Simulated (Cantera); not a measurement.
Cantera run:

```python
import numpy as np
import cantera as ct

gas_names = [...]  # 53 gases of nasa_gas.yaml made of F, H, Mg, O, S
cond_names = """
    H2O(s) H2O(L) H2SO4(L) Mg(cr) Mg(L) MgF2(s) MgF2(L) MgO(s) MgO(L) MgO2H2(s) MgS(s) MgSO4(s) MgSO4(L)
    S(cr1) S(cr2) S(L)
""".split()


# ... load() reads the species with a 1 bar reference pressure and builds the phases ...
atoms = {
    'MgO': {'Mg': 1, 'O': 1},
    'H2S': {'H': 2, 'S': 1},
    'O2': {'O': 2},
    'HF': {'H': 1, 'F': 1},
}
top_T = {'MgS(s)': 2250}  # K; cautious upper limits of use, not melting points


# ... equilibrate(T, P, feed) seeds the gas with the atoms and calls Mixture.equilibrate('TP', solver="vcs", rtol=1e-11, max_steps=5000) ...
results = []
feed = {'MgO': 1, 'H2S': 0.082, 'O2': 0.35, 'HF': 0.0011}  # mol
P = 13332.2  # Pa
for T in [975, 1025, 1075, 1125, 1175, 1225, 1275, 1325, 1375, 1425, 1475, 1525]:
    mix = equilibrate(T, P, feed)
    results.append((T, P, feed, dict(zip(mix.species_names, mix.species_moles))))
    x = sorted(zip(gas.X, gas.species_names), reverse=True)
    print(f"T = {T:g} K  P = {P:g} Pa  gas = {mix.phase_moles(0):.4g} mol")
    print("   x: " + "  ".join(f"{s} {v:.3e}" for v, s in x if v > 1e-06))
    print("   condensed (mol): " + ("  ".join(f"{mix.phase(i).name} {mix.phase_moles(i):.4g}"
          for i in range(1, mix.n_phases) if mix.phase_moles(i) > 1e-12) or "none"))
```

It prints:

```
T = 975 K  P = 13332.2 Pa  gas = 0.2691 mol
   x: O2 6.912e-01  H2O 3.047e-01  HF 4.033e-03  SO2 2.190e-05  SO3 1.623e-05
   condensed (mol): MgF2(s) 7.285e-06  MgO(s) 0.918  MgSO4(s) 0.08199
T = 1025 K  P = 13332.2 Pa  gas = 0.2692 mol
   x: O2 6.910e-01  H2O 3.046e-01  HF 4.086e-03  SO2 2.094e-04  SO3 8.623e-05
   condensed (mol): MgO(s) 0.9181  MgSO4(s) 0.08192
T = 1075 K  P = 13332.2 Pa  gas = 0.2699 mol
   x: O2 6.901e-01  H2O 3.039e-01  HF 4.076e-03  SO2 1.611e-03  SO3 3.895e-04  OH 1.746e-06
   condensed (mol): MgO(s) 0.9185  MgSO4(s) 0.08146
T = 1125 K  P = 13332.2 Pa  gas = 0.2737 mol
   x: O2 6.846e-01  H2O 2.995e-01  SO2 1.029e-02  HF 4.018e-03  SO3 1.528e-03  OH 3.885e-06
   condensed (mol): MgO(s) 0.9212  MgSO4(s) 0.07876
T = 1175 K  P = 13332.2 Pa  gas = 0.2958 mol
   x: O2 6.571e-01  H2O 2.772e-01  SO2 5.666e-02  SO3 5.302e-03  HF 3.719e-03  OH 7.753e-06
   condensed (mol): MgO(s) 0.9363  MgSO4(s) 0.06367
T = 1225 K  P = 13332.2 Pa  gas = 0.3898 mol
   x: O2 5.765e-01  H2O 2.103e-01  SO2 1.987e-01  SO3 1.162e-02  HF 2.822e-03  OH 1.290e-05
   condensed (mol): MgO(s) 1
T = 1275 K  P = 13332.2 Pa  gas = 0.3905 mol
   x: O2 5.772e-01  H2O 2.100e-01  SO2 2.018e-01  SO3 8.143e-03  HF 2.817e-03  OH 2.412e-05
   condensed (mol): MgO(s) 1
T = 1325 K  P = 13332.2 Pa  gas = 0.391 mol
   x: O2 5.777e-01  H2O 2.097e-01  SO2 2.039e-01  SO3 5.839e-03  HF 2.814e-03  OH 4.305e-05
   condensed (mol): MgO(s) 1
T = 1375 K  P = 13332.2 Pa  gas = 0.3913 mol
   x: O2 5.780e-01  H2O 2.095e-01  SO2 2.053e-01  SO3 4.281e-03  HF 2.811e-03  OH 7.365e-05  O 1.325e-06
   condensed (mol): MgO(s) 1
T = 1425 K  P = 13332.2 Pa  gas = 0.3915 mol
   x: O2 5.782e-01  H2O 2.094e-01  SO2 2.063e-01  SO3 3.205e-03  HF 2.810e-03  OH 1.214e-04  O 2.890e-06
   condensed (mol): MgO(s) 1
T = 1475 K  P = 13332.2 Pa  gas = 0.3916 mol
   x: O2 5.783e-01  H2O 2.093e-01  SO2 2.069e-01  HF 2.809e-03  SO3 2.445e-03  OH 1.934e-04  O 5.979e-06  H2 1.015e-06
   condensed (mol): MgO(s) 1
T = 1525 K  P = 13332.2 Pa  gas = 0.3918 mol
   x: O2 5.784e-01  H2O 2.092e-01  SO2 2.074e-01  HF 2.808e-03  SO3 1.899e-03  OH 2.988e-04  O 1.180e-05  H2 1.980e-06
   condensed (mol): MgO(s) 1
```

These are equilibrium values from Cantera (NASA tables, ideal gas, pure condensed phases), not measurements of a reactor. Mutual solubility and eutectic melting of coexisting phases are not modelled.
